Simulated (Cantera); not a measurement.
## Thermodynamics of halide evaporation, hydrolysis and transport, feed CuF₂ + H₂

Input: 1 mol CuF₂, 36 mol H₂, held at 1427 °C and 2.90e-5 bar.

Equilibrium computed with Cantera from the NASA thermochemical tables; the gas is ideal and each condensed phase is pure. Candidate condensed phases: Cu, CuF₂; 15 gas species. The numbers say what is thermodynamically allowed, not how fast it happens.

- x(H₂) = 0.896
- x(HF) = 0.0519
- x(Cu) = 0.0260
- x(H) = 0.0259
- x(CuF) = 5.79e-6
- gas amount = 38.50 mol
- log10 activity of Cu(l) (absent) = -2.32
- log10 activity of CuF₂(l) (absent) = -16.63
